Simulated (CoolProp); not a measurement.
Vapour-liquid equilibrium of ethylbenzene (1) + n-nonane (2) at 0.00137 MPa; x and y are mole fractions of (1).

The numbers come from the multi-fluid Helmholtz-energy mixture model, Zhou 2012 and Lemmon 2006; pair parameters Bell 2016 in CoolProp.

```tsv
x	bubble temperature, mixture model (K)	bubble temperature, Raoult's law (K)	y, mixture model	y, Raoult's law
0.05	311.1	311.7	0.125	0.097
0.2	307.5	309.2	0.396	0.342
0.35	304.9	306.9	0.570	0.531
0.5	303.0	304.9	0.690	0.680
0.65	301.6	303.1	0.785	0.799
0.8	300.5	301.4	0.872	0.896
0.95	299.6	299.8	0.965	0.976
```

The largest gap from Raoult's law is -2.0 K in bubble temperature, at x = 0.35. No azeotrope shows between x = 0.05 and 0.95.

The pair parameters rest on a limited set of measurements; away from them the model extrapolates.
